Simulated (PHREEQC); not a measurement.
# Copper plating or etch bath: speciation

Dissolve 0.0026 mol CuSO4, 4e-05 mol HCl and 0.03 mol Na2SO4 per kg of water at 15 °C. Closed to the air; pH follows from the charge balance.

Model: ion-association model, wateq4f.dat, run in PHREEQC.

This is a speciation only: nothing precipitates in the calculation.

### Question
What pH, ionic strength does the model give?

### Answer
pH 4.76; ionic strength 0.0896 mol/kgw.

### Question
In which forms is Cu present?

### Answer
Cu+2 54 %, CuSO4 46 % of the Cu.
